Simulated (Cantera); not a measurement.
## Thermodynamics of thermal oxidation and active oxidation of silicon, feed Si + N₂O + N₂

A closed system holds: 1 mol Si, 0.038 mol N₂O, 280 mol N₂, equilibrated at 3.40 bar.

Method: chemical equilibrium by Gibbs-energy minimisation in Cantera with the NASA 1993 tables (ideal gas, pure condensed phases). Candidate condensed phases: Si, SiO₂, Si₂N₂O, Si₃N₄; 16 gas species. Mutual solubility and eutectic melting of coexisting phases are not modelled. Rates play no part.

From 1525 K to 1875 K the condensed part is Si₂N₂O(s) + Si₃N₄(s). From 1925 K to 2125 K the condensed part is Si₃N₄(s). The main Si-bearing gas is SiO throughout.

```
T (K)   x N₂     x SiO      x Si     x SiN    x Si₂N     x Si₂     x Si₃  n Si₂N₂O(s)  n Si₃N₄(s)
-----  -----  --------  --------  --------  --------  --------  --------  -----------  ----------
1525    1.00   1.31e-8  4.44e-12  9.47e-12    <1e-12    <1e-12    <1e-12       0.0380       0.308
1575    1.00   5.54e-8  2.49e-11  4.36e-11    <1e-12    <1e-12    <1e-12       0.0380       0.308
1625    1.00   2.14e-7  1.26e-10  1.82e-10    <1e-12    <1e-12    <1e-12       0.0379       0.308
1675   1.000   7.62e-7  5.75e-10  6.98e-10  5.67e-12    <1e-12    <1e-12       0.0378       0.308
1725   1.000   2.51e-6   2.40e-9   2.47e-9  3.48e-11    <1e-12    <1e-12       0.0373       0.308
1775   1.000   7.74e-6   9.24e-9   8.13e-9  1.92e-10    <1e-12    <1e-12       0.0358       0.309
1825   1.000   2.23e-5   3.30e-8   2.50e-8  9.66e-10  5.29e-12    <1e-12       0.0318       0.310
1875   1.000   6.09e-5   1.10e-7   7.25e-8   4.44e-9  3.40e-11    <1e-12       0.0210       0.314
1925   1.000  0.000136   3.43e-7   1.98e-7   1.88e-8  1.98e-10  2.95e-12            0       0.321
1975   1.000  0.000136   1.01e-6   5.16e-7   7.37e-8   1.05e-9  2.42e-11            0       0.321
2025   1.000  0.000136   2.82e-6   1.28e-6   2.70e-7   5.11e-9  1.78e-10            0       0.320
2075   1.000  0.000136   7.48e-6   3.02e-6   9.25e-7   2.30e-8   1.19e-9            0       0.320
2125   1.000  0.000136   1.89e-5   6.86e-6   2.99e-6   9.64e-8   7.22e-9            0       0.318
```
x: gas mole fraction; n: condensed amount in mol.
